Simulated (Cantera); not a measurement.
What does this Cantera script print?

```python
import numpy as np
import cantera as ct

gas = ct.Solution("h2o2.yaml")
gas.TPX = 348, 500000, {'H2': 1, 'O2': 0.833, 'N2': 3.13}
flame = ct.FreeFlame(gas, width=0.013)
flame.set_refine_criteria(ratio=3, slope=0.08, curve=0.16)
flame.transport_model = "mixture-averaged"
flame.solve(loglevel=0, auto=True)
flame.transport_model = "multicomponent"
flame.soret_enabled = False
flame.solve(loglevel=0, refine_grid=True)
z, T = flame.grid, flame.T
thick = (T[-1] - T[0]) / np.gradient(T, z).max()
show = ['H2', 'O2', 'OH', 'HO2', 'H2O', 'H2O2']
print(f"laminar burning velocity  {flame.velocity[0] * 100:.3f} cm/s")
print(f"burnt temperature         {T[-1]:.1f} K")
print(f"thermal thickness         {thick * 1e3:.4f} mm")
print(f"grid points               {len(z)}")
z0 = z[flame.heat_release_rate.argmax()]
print(f"{'z/mm':>9s}{'T/K':>9s}{'u/(m/s)':>9s}" + "".join(f"{s:>11s}" for s in show))
rows = []
for k in (-3, -2, -1.5, -1, -0.5, -0.25, 0, 0.25, 0.5, 1, 2, 4, 8):
    zz = z0 + k * thick
    rows.append([k * thick, np.interp(zz, z, T), np.interp(zz, z, flame.velocity),
                 *(np.interp(zz, z, flame.X[gas.species_index(s)]) for s in show)])
    print(f"{rows[-1][0] * 1e3:9.3f}{rows[-1][1]:9.1f}{rows[-1][2]:9.3f}" + "".join(f"{x:11.3e}" for x in rows[-1][3:]))
```

Result:

```
laminar burning velocity  51.006 cm/s
burnt temperature         1835.1 K
thermal thickness         0.0862 mm
grid points               114
     z/mm      T/K  u/(m/s)         H2         O2         OH        HO2        H2O       H2O2
   -0.259    348.3    0.509  1.984e-01  1.685e-01  1.208e-13  2.737e-08  1.786e-05  4.288e-08
   -0.172    351.4    0.508  1.894e-01  1.703e-01  3.926e-12  5.113e-07  2.752e-04  8.042e-07
   -0.129    361.1    0.515  1.762e-01  1.727e-01  6.904e-11  2.954e-06  1.349e-03  4.495e-06
   -0.086    416.0    0.575  1.454e-01  1.759e-01  4.122e-09  2.948e-05  9.095e-03  3.566e-05
   -0.043    733.5    0.976  8.761e-02  1.635e-01  1.109e-05  4.521e-04  5.645e-02  2.001e-04
   -0.022   1080.8    1.424  5.467e-02  1.401e-01  3.219e-04  5.828e-04  1.063e-01  1.759e-04
    0.000   1408.0    1.852  2.685e-02  1.115e-01  1.659e-03  3.192e-04  1.575e-01  2.008e-05
    0.022   1605.2    2.113  1.121e-02  9.202e-02  3.551e-03  1.695e-04  1.886e-01  4.252e-06
    0.043   1705.3    2.245  5.082e-03  8.392e-02  4.383e-03  9.882e-05  2.019e-01  2.726e-06
    0.086   1784.1    2.347  1.696e-03  8.006e-02  3.806e-03  4.128e-05  2.104e-01  1.524e-06
    0.172   1820.5    2.392  4.432e-04  7.946e-02  2.246e-03  1.199e-05  2.141e-01  6.935e-07
    0.345   1831.7    2.406  9.886e-05  7.959e-02  1.172e-03  3.287e-06  2.154e-01  2.861e-07
    0.689   1834.5    2.409  3.543e-05  7.968e-02  7.581e-04  1.699e-06  2.157e-01  1.641e-07
```

Model: the H2/O2 subset of GRI-Mech 3.0, which has no nitrogen chemistry, integrated in Cantera. The hydrogen kinetics of GRI-Mech 3.0 are dated; newer H2 mechanisms differ, most at raised pressure. Burning velocities carry a grid error of a few per cent, more on coarse grids. Lean hydrogen flames are cellular in practice and burn faster than this planar one.
